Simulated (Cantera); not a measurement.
An isothermal, constant-pressure homogeneous reactor starts with 50.8 % NO, 49.2 % N2, at 2123 K and 10.00 Torr.

Model: GRI-Mech 3.0 (53 species, 325 reactions), integrated in Cantera. Radical loss at walls, strong at low pressure, is not modelled.

x: mole fraction; the columns are a selection and need not sum to one.

| t (s) | x NO | x N2O | x O2 | x N2 | x O |
|---|---|---|---|---|---|
| 0.000900 | 0.508 | 8.07e-6 | 6.87e-8 | 0.492 | 8.57e-6 |
| 0.00288 | 0.508 | 2.41e-5 | 7.33e-7 | 0.492 | 2.90e-5 |
| 0.00919 | 0.507 | 6.21e-5 | 8.45e-6 | 0.492 | 0.000106 |
| 0.0294 | 0.507 | 0.000109 | 0.000107 | 0.493 | 0.000405 |
| 0.0939 | 0.504 | 0.000102 | 0.00121 | 0.494 | 0.00119 |
| 0.300 | 0.488 | 8.02e-5 | 0.00859 | 0.502 | 0.00211 |
| 0.959 | ___ | ___ | ___ | 0.534 | ___ |
| 3.06 | 0.216 | 1.03e-5 | 0.142 | 0.636 | 0.00545 |
| 9.79 | 0.0301 | 2.18e-7 | 0.234 | 0.729 | 0.00686 |
| 31.3 | 0.0112 | 6.93e-8 | 0.244 | 0.738 | 0.00701 |
| 100 | 0.0110 | 6.88e-8 | 0.244 | 0.738 | 0.00701 |

Task: What belongs in the gaps?

Result: 
- 0.959, x NO: 0.422
- 0.959, x N2O: 5.06e-5
- 0.959, x O2: 0.0405
- 0.959, x O: 0.00328
